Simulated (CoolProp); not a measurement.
Saturation properties of n-decane (Tc = 617.7 K, pc = 2.101 MPa, ω = 0.488).

Values from CoolProp's reference Helmholtz-energy equation of state, Lemmon 2006. It is a short technical equation, of lower accuracy than the large ones.

```tsv
T (K)	p (MPa)	enthalpy of vaporisation (kJ/kg)	surface tension (mN/m)	vapour viscosity (µPa s)
284.2	6.515e-5	368.9	24.7	5.04
288.6	9.132e-5	366.4	24.3	5.11
293.1	0.0001273	363.9	23.9	5.19
297.5	0.0001742	361.4	23.4	5.26
301.9	0.0002356	359.0	23.0	5.34
306.4	0.0003174	356.5	22.6	5.41
310.8	0.0004205	354.0	22.2	5.49
315.2	0.0005517	351.6	21.8	5.56
```

It boils at 447.3 K under 1 atm.

Viscosity comes from a separate model (Huber 2004). Surface tension comes from a separate correlation (Mulero 2012).
